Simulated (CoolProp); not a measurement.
The numbers come from the reference Helmholtz-energy equation of state, Thol 2016 in CoolProp.

Task: Give the vapour pressure (kPa), vapour density (kg/m³), enthalpy of vaporisation (kJ/kg), liquid cp (kJ/(kg K)) of saturated hexamethyldisiloxane (MM) at 400.8 K.

Result: 
```csv
T (K),p (kPa),vapour density (kg/m³),enthalpy of vaporisation (kJ/kg),liquid cp (kJ/(kg K))
400.8,209,11.4,178,2.20
```
